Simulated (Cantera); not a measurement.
## Gas-phase reforming

An isothermal, constant-pressure homogeneous reactor starts with CH4 : CO2 = 1 : 2.9 (molar parts), at 1475 K and 0.132 atm.

Cantera simulation using GRI-Mech 3.0 (53 species, 325 reactions); the numbers are that mechanism's predictions, not measurements.

```csv
t (s),x CH4,x CO2,x HO2,x H,x C2H6,x C2H,x C2H4
2.00e-6,0.256,0.744,<1e-12,1.49e-8,<1e-12,<1e-12,<1e-12
7.96e-6,0.256,0.744,<1e-12,2.05e-8,<1e-12,<1e-12,<1e-12
3.17e-5,0.256,0.744,<1e-12,2.06e-8,8.34e-12,<1e-12,1.68e-12
0.000126,0.256,0.744,<1e-12,2.06e-8,5.55e-10,<1e-12,1.63e-10
0.000502,0.256,0.744,<1e-12,2.08e-8,3.47e-8,<1e-12,1.15e-8
0.00200,0.256,0.744,<1e-12,2.39e-8,1.86e-6,<1e-12,6.87e-7
0.00796,0.256,0.744,<1e-12,4.37e-8,4.24e-5,<1e-12,2.29e-5
0.0317,0.255,0.743,<1e-12,1.44e-7,0.000245,7.68e-12,0.000368
0.126,0.245,0.738,<1e-12,7.53e-7,0.000447,2.38e-10,0.00272
0.502,0.211,0.706,<1e-12,2.19e-6,0.000255,1.63e-9,0.00280
2.00,0.136,0.588,<1e-12,3.59e-6,0.000121,4.83e-9,0.00133
```
x: mole fraction; the columns are a selection and need not sum to one.

Equilibrium at this temperature and pressure: CH4 2.07e-9, CO2 0.167, HO2 <1e-12, H 1.53e-5, C2H6 <1e-12, C2H <1e-12, C2H4 <1e-12 (gas phase only).
